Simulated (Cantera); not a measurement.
**Equilibrium for hydrogen reduction and annealing atmospheres: V₂O₃ + H₂ + N₂**

Charge: 1 mol V₂O₃, 310 mol H₂, 24 mol N₂, equilibrated at 0.00380 bar.

Equilibrium computed with Cantera from the NASA thermochemical tables; the gas is ideal and each condensed phase is pure. Candidate condensed phases: H₂O, V, VN, VO, V₂O₃, V₂O₄, V₂O₅; 28 gas species. VO: taken at fixed stoichiometry. Rates play no part.

From 1277 °C to 1777 °C the condensed part is VO(s). The main V-bearing gas is VO₂ at 1277 °C and VO at 1777 °C.

| T (°C) | log p H₂ | log p N₂ | log p H | log p H₂O | log p VO | log p VO₂ | log p V | n VO(s) |
|---|---|---|---|---|---|---|---|---|
| 1277 | -2.45 | -3.56 | -5.73 | -4.94 | -9.68 | -8.99 | -11.69 | 2.00 |
| 1327 | -2.45 | -3.56 | -5.49 | -4.94 | -9.12 | -8.55 | -10.98 | 2.00 |
| 1377 | -2.45 | -3.56 | -5.27 | -4.94 | -8.60 | -8.13 | -10.32 | 2.00 |
| 1427 | -2.46 | -3.56 | -5.06 | -4.95 | -8.11 | -7.74 | -9.69 | 2.00 |
| 1477 | -2.46 | -3.56 | -4.86 | -4.95 | -7.65 | -7.38 | -9.10 | 1.99 |
| 1527 | -2.46 | -3.56 | -4.67 | -4.95 | -7.22 | -7.03 | -8.55 | 1.99 |
| 1577 | -2.46 | -3.57 | -4.50 | -4.95 | -6.81 | -6.71 | -8.02 | 1.97 |
| 1627 | -2.46 | -3.57 | -4.33 | -4.96 | -6.42 | -6.41 | -7.52 | 1.93 |
| 1677 | -2.46 | -3.57 | -4.17 | -4.97 | -6.06 | -6.13 | -7.04 | 1.85 |
| 1727 | -2.47 | -3.57 | -4.02 | -4.99 | -5.71 | -5.88 | -6.58 | 1.68 |
| 1777 | -2.47 | -3.57 | -3.88 | -5.02 | -5.38 | -5.64 | -6.14 | 1.36 |
log p: log10 of the partial pressure in bar; n: condensed amount in mol.
